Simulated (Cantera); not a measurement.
An isothermal, constant-pressure homogeneous reactor starts with CH4 : H2 = 1 : 1.5 (molar parts), at 1648 K and 10.00 Torr.

Cantera simulation using GRI-Mech 3.0 (53 species, 325 reactions); the numbers are that mechanism's predictions, not measurements. GRI-Mech 3.0 stops at C3 and has no aromatics, soot or wall deposition, so with more carbon than oxygen in the feed, carbon stays in small species such as C2H2 where larger ones or solid carbon would form. Radical loss at walls, strong at low pressure, is not modelled.

x: mole fraction; the columns are a selection and need not sum to one.

| t (s) | x CH4 | x H2 | x C2H4 | x C2H2 | x CH2 |
|---|---|---|---|---|---|
| 0.000200 | 0.400 | 0.600 | 1.02e-9 | <1e-12 | 4.29e-11 |
| 0.000493 | 0.400 | 0.600 | 1.91e-8 | 2.64e-11 | 3.03e-10 |
| 0.00121 | 0.400 | 0.600 | 3.13e-7 | 1.19e-9 | ___ |
| 0.00299 | 0.400 | 0.600 | 4.80e-6 | 5.43e-8 | ___ |
| 0.00737 | 0.399 | 0.600 | 7.02e-5 | 2.75e-6 | ___ |
| 0.0182 | 0.395 | 0.602 | 0.000908 | 0.000154 | ___ |
| 0.0447 | 0.368 | 0.618 | 0.00546 | 0.00526 | 8.55e-7 |
| 0.110 | 0.292 | 0.667 | 0.00542 | 0.0327 | 8.06e-7 |
| 0.271 | 0.192 | 0.732 | 0.00244 | 0.0714 | ___ |
| 0.669 | 0.0998 | 0.792 | 0.000788 | 0.106 | ___ |
| 1.65 | 0.0405 | 0.830 | 0.000241 | 0.128 | ___ |
| 4.06 | 0.0136 | 0.848 | 0.000133 | 0.138 | ___ |
| 10.0 | 0.00459 | 0.853 | 0.000120 | 0.141 | ___ |

Q: Complete the blanks.

A: 
- 0.00121, x CH2: 1.94e-9
- 0.00299, x CH2: 1.17e-8
- 0.00737, x CH2: 6.57e-8
- 0.0182, x CH2: 3.25e-7
- 0.271, x CH2: 6.29e-7
- 0.669, x CH2: 4.49e-7
- 1.65, x CH2: 2.85e-7
- 4.06, x CH2: 1.47e-7
- 10.0, x CH2: 6.02e-8
